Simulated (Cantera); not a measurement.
## Gas-phase reforming

An isothermal, constant-pressure homogeneous reactor starts with CH4 : H2O = 1 : 0.94 (molar parts), at 2075 K and 0.290 bar.

Model: GRI-Mech 3.0 (53 species, 325 reactions), integrated in Cantera.

| t (s) | x CH4 | x H2O | x CH2CO | x C2H2 | x C2H4 | x O | x CO2 |
|---|---|---|---|---|---|---|---|
| 0.000400 | 0.0600 | 0.322 | 0.000251 | 0.137 | 0.00163 | 2.96e-7 | 0.000416 |
| 0.00139 | 0.0190 | 0.272 | 0.000215 | 0.136 | 0.000278 | 3.31e-7 | 0.00250 |
| 0.00480 | 0.0120 | 0.194 | 0.000114 | 0.102 | 0.000147 | 2.79e-7 | 0.00564 |
| 0.0167 | 0.00738 | 0.101 | 3.43e-5 | 0.0576 | 7.25e-5 | 1.76e-7 | 0.00497 |
| 0.0577 | 0.00329 | 0.0367 | 6.00e-6 | 0.0256 | 2.81e-5 | 7.87e-8 | 0.00223 |
| 0.200 | 0.00115 | 0.00835 | 7.66e-7 | 0.0116 | 1.16e-5 | 2.03e-8 | 0.000548 |
| 0.693 | 0.000318 | 0.000585 | 8.13e-8 | 0.00785 | 7.62e-6 | 1.48e-9 | 3.91e-5 |
| 2.40 | 0.000162 | 1.88e-6 | 2.75e-8 | 0.00762 | 7.38e-6 | 5.06e-12 | 1.26e-7 |
| 8.33 | 0.000162 | 1.58e-6 | 2.74e-8 | 0.00762 | 7.38e-6 | 4.29e-12 | 1.05e-7 |
| 28.9 | 0.000162 | 1.58e-6 | 2.74e-8 | 0.00762 | 7.38e-6 | 4.29e-12 | 1.05e-7 |
| 100 | 0.000162 | 1.58e-6 | 2.74e-8 | 0.00762 | 7.38e-6 | 4.29e-12 | 1.05e-7 |
x: mole fraction; the columns are a selection and need not sum to one.

Equilibrium at this temperature and pressure: CH4 0.000162, H2O 1.58e-6, CH2CO 2.74e-8, C2H2 0.00762, C2H4 7.38e-6, O 4.31e-12, CO2 1.06e-7 (gas phase only).
